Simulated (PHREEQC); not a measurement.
A solution holds 0.00096 mol/kgw H3AsO4 and 0.012 mol/kgw HCl, at 25 °C. Closed to the air; pH follows from the charge balance.

Equilibrium calculation in PHREEQC: ion-association model, wateq4f.dat.

| quantity | before | after |
|---|---|---|
| pH | 1.95 | 1.78 |
| H3AsO4 (mol/kgw) | 0.000638 | 0.000711 |
| H2AsO4- (mol/kgw) | 0.000322 | 0.000249 |
| HAsO4-2 (mol/kgw) | 2.80e-9 | 1.56e-9 |

**Question.** Name the change that produced these shifts.
A) diluted 2-fold with water
B) H3AsO4 from 0.00096 to 0.000864 mol/kgw
C) 0.0062 mol/kgw HBr added
D) HCl replaced by MnCl2 at the same molality

**Answer.** C, 0.0062 mol/kgw HBr added

This is a speciation only: nothing precipitates in the calculation.
